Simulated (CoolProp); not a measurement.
A simple Rankine cycle with R245ca: condensing at 302.15 K, boiler at 2.21 MPa, turbine inlet 449 K, turbine efficiency 0.6, pump efficiency 0.8, no recuperator. Each further row changes one setting.

The numbers come from the reference Helmholtz-energy equation of state, Zhou 2016 in CoolProp.

```json
[
 {"case": "as stated", "thermal efficiency (%)": "11.6", "net work (kJ/kg)": "38.5", "heat in (kJ/kg)": "332", "turbine exit temperature (K)": "393.0", "volume ratio over the turbine": "___"},
 {"case": "condensing temperature 294.15 K", "thermal efficiency (%)": "12.4", "net work (kJ/kg)": "42.6", "heat in (kJ/kg)": "343", "turbine exit temperature (K)": "___", "volume ratio over the turbine": "___"},
 {"case": "boiler pressure 1.55 MPa", "thermal efficiency (%)": "10.5", "net work (kJ/kg)": "35.9", "heat in (kJ/kg)": "341", "turbine exit temperature (K)": "403.6", "volume ratio over the turbine": "13.8"},
 {"case": "turbine efficiency 0.5", "thermal efficiency (%)": "9.6", "net work (kJ/kg)": "31.7", "heat in (kJ/kg)": "332", "turbine exit temperature (K)": "399.2", "volume ratio over the turbine": "21.4"}
]
```

Question: What belongs in the gaps?

Answer: 
- as stated, volume ratio over the turbine: 21.1
- condensing temperature 294.15 K, turbine exit temperature (K): 388.8
- condensing temperature 294.15 K, volume ratio over the turbine: 28.5
